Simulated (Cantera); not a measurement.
A Cantera script and its output.

```python
import numpy as np
import cantera as ct

gas = ct.Solution("gri30.yaml")
gas.TPX = 1950, 16000, {'CH4': 1, 'N2': 1.1}
inlet = ct.Reservoir(gas, clone=True)

reactor = ct.IdealGasConstPressureReactor(gas, energy="off", clone=False)
exhaust = ct.Reservoir(gas, clone=True)
tau = [6.4, 2, 0.62, 0.2, 0.061, 0.019, 0.006][0]
for a, b in ((inlet, reactor), (reactor, exhaust)):
    ct.MassFlowController(a, b, mdot=lambda t: reactor.mass / tau)
net = ct.ReactorNet([reactor])
show = ['CH4', 'C2H2', 'CH3', 'H2', 'H', 'C2H4']

rows = []
print(f"{'tau/s':>10s}{'T/K':>9s}" + "".join(f"{s:>11s}" for s in show))
for tau in [6.4, 2, 0.62, 0.2, 0.061, 0.019, 0.006]:
    net.initial_time = 0.0
    net.advance(30 * tau)
    before = gas.X
    net.advance(40 * tau)
    drift = np.max(np.abs(gas.X - before) / (gas.X + 1e-9))
    rows.append([gas.T, *gas[show].X, drift])
    print(f"{tau:10.3e}{gas.T:9.1f}" + "".join(f"{x:11.3e}" for x in gas[show].X))
```

It prints:

```
     tau/s      T/K        CH4       C2H2        CH3         H2          H       C2H4
 6.400e+00   1950.0  2.172e-03  1.598e-01  1.760e-04  4.800e-01  1.964e-03  1.118e-04
 2.000e+00   1950.0  3.932e-03  1.594e-01  3.109e-04  4.782e-01  1.911e-03  1.162e-04
 6.200e-01   1950.0  7.384e-03  1.582e-01  5.571e-04  4.745e-01  1.813e-03  1.310e-04
 2.000e-01   1950.0  1.395e-02  1.558e-01  9.799e-04  4.676e-01  1.667e-03  1.799e-04
 6.100e-02   1950.0  2.767e-02  1.507e-01  1.760e-03  4.531e-01  1.471e-03  3.579e-04
 1.900e-02   1950.0  5.385e-02  1.408e-01  3.068e-03  4.254e-01  1.252e-03  9.524e-04
 6.000e-03   1950.0  1.003e-01  1.226e-01  5.121e-03  3.757e-01  1.014e-03  2.767e-03
```

Cantera simulation using GRI-Mech 3.0 (53 species, 325 reactions); the numbers are that mechanism's predictions, not measurements. GRI-Mech 3.0 stops at C3 and has no aromatics, soot or wall deposition, so with more carbon than oxygen in the feed, carbon stays in small species such as C2H2 where larger ones or solid carbon would form.
